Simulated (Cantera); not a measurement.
Input: 1 mol Cu, 13 mol NH₃, 25 mol H₂, equilibrated at 1975 K and 2.20 mbar.

Method: chemical equilibrium by Gibbs-energy minimisation in Cantera with the NASA 1993 tables (ideal gas, pure condensed phases). Candidate condensed phases: Cu; 11 gas species. Equilibrium is a limit: real reactors are often held back by kinetics, nucleation or transport.

Base state: H₂ 0.831, N₂ 0.123, H 0.0266, Cu 0.0190 (mole fractions); condensed: gas only.

**Question.** What changes in the equilibrium state with this change: pressure from 2.20 mbar to 17.0 mbar?

**Answer.** 
```tsv
species	before	after
H₂	0.831	0.847
N₂	0.123	0.124
Cu	0.0190	0.0191
H	0.0266	0.00966
```

**Question.** What changes in the equilibrium state with this change: temperature from 1975 K to 1348 K?

**Answer.** 
```json
[
 {"species": "H₂", "before": "0.831", "after": "0.872"},
 {"species": "N₂", "before": "0.123", "after": "0.127"},
 {"species": "Cu", "before": "0.0190", "after": "0.000213"},
 {"species": "H", "before": "0.0266", "after": "4.61e-5"},
 {"species": "Cu(s), mol", "before": "0", "after": "0.989"}
]
```
